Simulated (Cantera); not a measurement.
An adiabatic, constant-volume homogeneous reactor starts with H2 : O2 : N2 = 1 : 0.769 : 2.89 (molar parts), equivalence ratio 0.65, at 1500 K and 1050 Torr. Integrator tolerance rtol = 1e-08.

Computed with Cantera and the H2/O2 subset of GRI-Mech 3.0, which has no nitrogen chemistry.

```
quantity                                                            before                                    after
---------------------------------  ---------------------------------------  ---------------------------------------
time of steepest temperature rise                                  9.64 µs                                  9.87 µs
temperature at 2.00 s                                               2875 K                                   3010 K
equilibrium temperature                                             2875 K                                   3010 K
x(H2) at 2.00 s                      0.0152 (gas-phase equilibrium 0.0152)      0.204 (gas-phase equilibrium 0.204)
x(O2) at 2.00 s                      0.0587 (gas-phase equilibrium 0.0587)  0.00115 (gas-phase equilibrium 0.00115)
x(H2O2) at 2.00 s                  1.07e-6 (gas-phase equilibrium 1.07e-6)  2.27e-7 (gas-phase equilibrium 2.27e-7)
x(OH) at 2.00 s                      0.0328 (gas-phase equilibrium 0.0328)    0.0180 (gas-phase equilibrium 0.0180)
x(H) at 2.00 s                     0.00837 (gas-phase equilibrium 0.00837)    0.0463 (gas-phase equilibrium 0.0463)
x(H2O) at 2.00 s                       0.198 (gas-phase equilibrium 0.198)      0.238 (gas-phase equilibrium 0.238)
```

Q: What was changed between the two runs?
(A) initial temperature 1500 to 1225 K
(B) initial temperature 1500 to 1625 K
(C) H2 1 to 2.8 parts
(D) constant pressure in place of constant volume

A: C, H2 1 to 2.8 parts
